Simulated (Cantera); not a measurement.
Mixture: CH4 : O2 : N2 : H2O = 1 : 2.35 : 8.85 : 1.3 (molar parts), equivalence ratio 0.85, at 2.70 bar, adiabatic and at constant volume. Ignition delay is the time to a rise of 400 K.

Computed with Cantera and GRI-Mech 3.0 (53 species, 325 reactions).

Q: At T0 = 1550 K, what is the delay, and which 7 reactions control it most (d ln τ / d ln k, from doubling and halving each rate constant)?

A: The delay is 0.362 ms.
```
reaction                  d ln τ / d ln k   faster rate
------------------------  ---------------  ------------
CH3 + O2 <=> CH3O + O               -0.46   shortens it
2 CH3 (+M) <=> C2H6 (+M)             0.35  lengthens it
H + O2 <=> O + OH                   -0.34   shortens it
CH4 + H <=> CH3 + H2                 0.25  lengthens it
CH3 + O2 <=> CH2O + OH              -0.19   shortens it
CH3 + HO2 <=> CH3O + OH             -0.14   shortens it
2 CH3 <=> C2H5 + H                  -0.12   shortens it
```
